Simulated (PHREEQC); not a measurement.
# Arsenic or selenium liquor

Dissolve 0.00063 mol Na2SeO3, 1.1 mol NH3 and 0.087 mol NaCl per kg of water at 25 °C. Closed to the air; pH follows from the charge balance.

All values are PHREEQC results (ion-association model, wateq4f.dat), not measurements.

No solid was allowed to form.

Task: What pH, activity of water, ionic strength does the model give?

Result: pH 11.64; activity of water 0.978; ionic strength 0.0945 mol/kgw.

Species that the database lacks are ignored.
